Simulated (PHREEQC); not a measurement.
**Brine (model solution)**

Consider water at 20 °C with 2.6 mol/kgw SrCl2 and 3.4 mol/kgw LiCl. Closed to the air; pH follows from the charge balance.

Equilibrium calculation in PHREEQC: Pitzer model, pitzer.dat.

This is a speciation only: nothing precipitates in the calculation.

Q: Estimate the activity of water, osmotic coefficient.

A: activity of water 0.567; osmotic coefficient 2.157.
